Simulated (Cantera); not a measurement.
Cantera run:

```python
import numpy as np
import cantera as ct

gas_names = [...]  # 151 gases of nasa_gas.yaml made of C, H, N, O, Si
cond_names = """
    C(gr) C6H6(L) C7H8(L) C8H18(L),n-octa H2O(s) H2O(L) Si(cr) Si(L) SiC(b) SiO2(Lqz) SiO2(hqz) SiO2(L)
    Si2N2O(s) Si3N4(a)
""".split()


# ... load() reads the species with a 1 bar reference pressure and builds the phases ...
atoms = {
    'Si3N4': {'Si': 3, 'N': 4},
    'O2': {'O': 2},
    'H2': {'H': 2},
    'CO2': {'C': 1, 'O': 2},
}
top_T = {'C(gr)': 4500, 'SiC(b)': 3050, 'Si2N2O(s)': 2100, 'Si3N4(a)': 2400}  # K; cautious upper limits of use, not melting points


# ... equilibrate(T, P, feed) seeds the gas with the atoms and calls Mixture.equilibrate('TP', solver="vcs", rtol=1e-11, max_steps=5000) ...
results = []
feed = {'Si3N4': 1, 'O2': 0.014, 'H2': 53, 'CO2': 4.6}  # mol
T = 1275  # K
P = 0.27  # Pa
mix = equilibrate(T, P, feed)
results.append((T, P, feed, dict(zip(mix.species_names, mix.species_moles))))
print(gas.report(threshold=0.001))
for i in range(1, mix.n_phases):
    print(f"{mix.phase(i).name:16s} {mix.phase_moles(i):12.5e} mol")
```

It prints:

```
       temperature   1275 K
          pressure   0.27 Pa
           density   1.4711e-07 kg/m^3
  mean mol. weight   5.7759 kg/kmol
   phase of matter   gas

                          1 kg             1 kmol
                     ---------------   ---------------
          enthalpy        3.2767e+06        1.8926e+07  J
   internal energy        1.4413e+06        8.3249e+06  J
           entropy             50870        2.9382e+05  J/K
    Gibbs function       -6.1582e+07        -3.557e+08  J
 heat capacity c_p            5511.1             31832  J/K
 heat capacity c_v            4071.6             23518  J/K

                      mass frac. Y      mole frac. X     chem. pot. / RT
                     ---------------   ---------------   ---------------
                CO           0.36578          0.075427           -52.106
                H2           0.30325           0.86884           -31.105
                N2           0.15906          0.032795           -41.767
               SiO            0.1718          0.022509           -54.218
     [ +147 minor]        0.00011232        0.00042993

C(gr)             0.00000e+00 mol
Si(cr)            0.00000e+00 mol
SiC(b)            0.00000e+00 mol
SiO2(hqz)         1.62728e+00 mol
Si2N2O(s)         0.00000e+00 mol
Si3N4(a)          0.00000e+00 mol
```

These are equilibrium values from Cantera (NASA tables, ideal gas, pure condensed phases), not measurements of a reactor. The tables hold silica as quartz up to 1696 K and as liquid above; real silica turns to tridymite and cristobalite and melts near 1996 K.
